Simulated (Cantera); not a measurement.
# Hydrocarbon pyrolysis for carbon deposition

A perfectly stirred reactor is fed with 34.5 % C2H6, 65.5 % N2, at 975 Torr; it is held at 1500 K, and followed from long to short residence time.

Computed with Cantera and GRI-Mech 3.0 (53 species, 325 reactions). GRI-Mech 3.0 stops at C3 and has no aromatics, soot or wall deposition, so with more carbon than oxygen in the feed, carbon stays in small species such as C2H2 where larger ones or solid carbon would form.

```csv
τ (s),x C2H6,x C2H2,x H2,x CH2,x CH4,x H
0.75,0.000273,0.162,0.298,2.63e-9,0.0896,1.26e-5
0.35,0.000440,0.161,0.298,3.93e-9,0.0889,1.55e-5
0.16,0.000728,0.160,0.299,6.16e-9,0.0864,1.97e-5
0.077,0.00118,0.158,0.299,9.62e-9,0.0841,2.51e-5
0.036,0.00199,0.154,0.297,1.55e-8,0.0827,3.18e-5
0.017,0.00340,0.146,0.290,2.50e-8,0.0830,3.95e-5
0.0080,0.00600,0.135,0.278,4.09e-8,0.0845,4.76e-5
0.0037,0.0110,0.117,0.260,6.79e-8,0.0865,5.57e-5
```
x: mole fraction; the columns are a selection and need not sum to one.
